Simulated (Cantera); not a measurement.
Charge: 1 mol C6H6, 0.031 mol O2, held at 2100000 Pa.

Cantera equilibrium calculation (NASA polynomials, part measured and part estimated; ideal gas, pure solids and liquids). Candidate condensed phases: C, C6H6, C7H8, C8H18, H2O; 131 gas species. Ions and electrons are included (thermal ionisation). Rates play no part.

### Question
Which condensed phases are stable at each of these points (T (°C)): 1727, 2227, 2727, 3227, 3727, 4227, 4727?

### Answer
```csv
T (°C),condensed phases,C condensed (%)
1727,C(graphite),98.5
2227,C(graphite),97.7
2727,C(graphite),92.7
3227,C(graphite),78.0
3727,C(graphite),38.2
4227,gas only,0.0
4727,gas only,0.0
```

From 1727 °C to 3727 °C the condensed part is C(graphite). From 4227 °C to 4727 °C nothing is condensed.
